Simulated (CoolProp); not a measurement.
Values from CoolProp's reference Helmholtz-energy equation of state, McLinden 2015.

Question: For the fluoroketone C6F12O (FK-5-1-12), give the phase and the cp (kJ/(kg K)) at 190.95 °C and 0.023 MPa; 190.95 °C and 0.135 MPa; 190.95 °C and 1.93 MPa.

Answer: 
- 190.95 °C and 0.023 MPa: gas; cp 1.03
- 190.95 °C and 0.135 MPa: gas; cp 1.03
- 190.95 °C and 1.93 MPa: supercritical; cp 1.30
